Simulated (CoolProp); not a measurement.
Computed with CoolProp (reference Helmholtz-energy equation of state, Tillner-Roth 1997).

**Question.** For CH2F2 (R32), give the phase and the density (kg/m³), Joule-Thomson coefficient (K/MPa), expansivity (1/kK), conductivity (mW/(m K)) at 435 K and 13.1 bar; 435 K and 52.6 bar; 435 K and 78.9 bar.

**Answer.** 
- 435 K and 13.1 bar: gas; density 19.6, Joule-Thomson coefficient 7.63, expansivity 2.68, conductivity 28.3
- 435 K and 52.6 bar: gas; density 90.8, Joule-Thomson coefficient 7.01, expansivity 4.27, conductivity 33.7
- 435 K and 78.9 bar: supercritical; density 152, Joule-Thomson coefficient 6.41, expansivity 5.84, conductivity 38.2

Thermal conductivity comes from a separate model (Huber 2003), an estimate that may be off by 10 % or more.
